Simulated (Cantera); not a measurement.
Charge: 1 mol Fe₂O₃, 87 mol H₂, 0.19 mol H₂O, at 4.40 bar.

These are equilibrium values from Cantera (NASA tables, ideal gas, pure condensed phases), not measurements of a reactor. Candidate condensed phases: Fe, FeO, Fe(OH)₂, Fe(OH)₃, Fe₂O₃, Fe₃O₄, H₂O; 12 gas species. Rates play no part.

Task: Which condensed phases are stable at each of these points (T (K)): 1023, 1073, 1123, 1173, 1223, 1273, 1323, 1373, 1423, 1473?

Result: 
```csv
T (K),condensed phases,Fe condensed (%)
1023,Fe(α),100.0
1073,Fe(α),100.0
1123,Fe(α),100.0
1173,Fe(α),100.0
1223,Fe(γ),100.0
1273,Fe(γ),100.0
1323,Fe(γ),100.0
1373,Fe(γ),100.0
1423,Fe(γ),100.0
1473,Fe(γ),100.0
```

From 1023 K to 1173 K the condensed part is Fe(α). From 1223 K to 1473 K the condensed part is Fe(γ).
